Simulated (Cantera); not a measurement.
A freely propagating, adiabatic, planar premixed flame of CH4 : O2 : N2 : CO2 = 1 : 1.43 : 6.29 : 0.75 (molar parts), equivalence ratio 1.4, unburnt at 523 K and 1.01 bar; mixture-averaged transport, grid criteria slope 0.08 and curve 0.16, no radiation.

Computed with Cantera and GRI-Mech 3.0 (53 species, 325 reactions). Burning velocities carry a grid error of a few per cent, more on coarse grids.

x: mole fraction of selected species; z is measured from the peak of heat release.

| z (mm) | T (K) | u (m/s) | x CH4 | x O2 | x CO2 | x H2O | x CH2O | x N2O |
|---|---|---|---|---|---|---|---|---|
| -4.47 | 525 | 0.149 | 0.105 | 0.150 | 0.0789 | 0.000381 | ___ | <1e-8 |
| -2.98 | 534 | 0.153 | 0.104 | 0.149 | 0.0786 | 0.00229 | ___ | <1e-8 |
| -2.23 | 565 | 0.162 | 0.100 | 0.146 | 0.0782 | 0.00748 | ___ | <1e-8 |
| -1.49 | 692 | 0.201 | 0.0894 | 0.134 | 0.0780 | 0.0264 | ___ | <1e-8 |
| -0.744 | 1075 | 0.317 | 0.0575 | 0.0932 | 0.0805 | 0.0765 | 0.000623 | <1e-8 |
| -0.372 | 1385 | 0.413 | 0.0311 | 0.0566 | 0.0845 | 0.115 | 0.000608 | 1.45e-8 |
| 0 | 1673 | 0.503 | 0.00808 | 0.0198 | 0.0896 | 0.149 | ___ | 1.80e-8 |
| 0.372 | 1795 | 0.541 | 0.00120 | 0.00401 | 0.0927 | 0.163 | ___ | 1.09e-8 |
| 0.744 | 1823 | 0.549 | 0.000246 | 0.000772 | 0.0940 | 0.165 | ___ | <1e-8 |
| 1.49 | 1834 | 0.553 | 3.28e-5 | 5.42e-5 | 0.0946 | 0.165 | ___ | <1e-8 |
| 2.98 | 1838 | 0.554 | 4.50e-6 | 6.26e-6 | 0.0947 | 0.165 | ___ | <1e-8 |
| 5.96 | 1841 | 0.555 | 8.27e-7 | 2.40e-6 | 0.0946 | 0.166 | ___ | <1e-8 |
| 11.9 | 1842 | 0.555 | 1.98e-7 | 8.56e-7 | 0.0945 | 0.166 | <1e-8 | <1e-8 |

Question: Complete the blanks.

Answer: 
- -4.47, x CH2O: 5.00e-7
- -2.98, x CH2O: 5.19e-6
- -2.23, x CH2O: 2.64e-5
- -1.49, x CH2O: 0.000160
- 0, x CH2O: 0.000218
- 0.372, x CH2O: 4.85e-5
- 0.744, x CH2O: 1.05e-5
- 1.49, x CH2O: 1.18e-6
- 2.98, x CH2O: 1.18e-7
- 5.96, x CH2O: 1.43e-8
